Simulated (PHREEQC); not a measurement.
**City or well water**

Synthetic water in mg/L, 15 °C, pH 7.88, pe 11.6: Na 14.5; K 61.5; Ca 41.6; Mg 3.89; Cl 61.2; S(6) as SO4 22; Alkalinity as HCO3 132; Sr 1.46; Br 0.623; N(5) as NO3 2.11; Pb 1.05.

Na is adjusted to close the charge balance.
Valence states are taken as typed.

All values are PHREEQC results (ion-association model, phreeqc.dat), not measurements.

This is a speciation only: nothing precipitates in the calculation.

Task: What specific conductance does the model give?

Result: specific conductance 389 µS/cm.

Task: In which forms is Pb present?

Result: PbCO3 94 %, Pb(CO3)2-2 1.8 %, PbHCO3+ 1.6 %, PbOH+ 1.6 %, Pb+2 1.3 % of the Pb.

Examples of supersaturated solids here: Cerussite. Others may be too. Species that the database lacks are ignored.
